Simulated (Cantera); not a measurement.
Cantera run:

```python
import numpy as np
import cantera as ct

gas_names = [...]  # 113 gases of nasa_gas.yaml made of C, F, H, Si
cond_names = """
    C(gr) C6H6(L) C7H8(L) C8H18(L),n-octa Si(cr) Si(L) SiC(b)
""".split()


# ... load() reads the species with a 1 bar reference pressure and builds the phases ...
atoms = {
    'SiF4': {'Si': 1, 'F': 4},
    'CH4': {'C': 1, 'H': 4},
    'H2': {'H': 2},
}
top_T = {'C(gr)': 4500, 'SiC(b)': 3050}  # K; cautious upper limits of use, not melting points


# ... equilibrate(T, P, feed) seeds the gas with the atoms and calls Mixture.equilibrate('TP', solver="vcs", rtol=1e-11, max_steps=5000) ...
results = []
feed = {'SiF4': 1, 'CH4': 0.16, 'H2': 100}  # mol
T = 1273  # K
P = 133.322  # Pa
mix = equilibrate(T, P, feed)
results.append((T, P, feed, dict(zip(mix.species_names, mix.species_moles))))
x = sorted(zip(gas.X, gas.species_names), reverse=True)
print(f"T = {T:g} K  P = {P:g} Pa  gas = {mix.phase_moles(0):.4g} mol")
print("   x: " + "  ".join(f"{s} {v:.3e}" for v, s in x if v > 1e-06))
print("   condensed (mol): " + ("  ".join(f"{mix.phase(i).name} {mix.phase_moles(i):.4g}"
      for i in range(1, mix.n_phases) if mix.phase_moles(i) > 1e-12) or "none"))
```

Result:

```
T = 1273 K  P = 133.322 Pa  gas = 101.4 mol
   x: H2 9.868e-01  SiF4 8.332e-03  HF 4.144e-03  SiF3 4.934e-04  SiHF3 1.419e-04  SiF2 2.656e-05  H 1.940e-05  CH4 1.220e-05  SiH2F2 1.161e-06
   condensed (mol): C(gr) 0.07111  SiC(b) 0.08757
```

Equilibrium computed with Cantera from the NASA thermochemical tables; the gas is ideal and each condensed phase is pure. The tables' values for SiF3, SiF2 are old estimates; treat these amounts as uncertain.
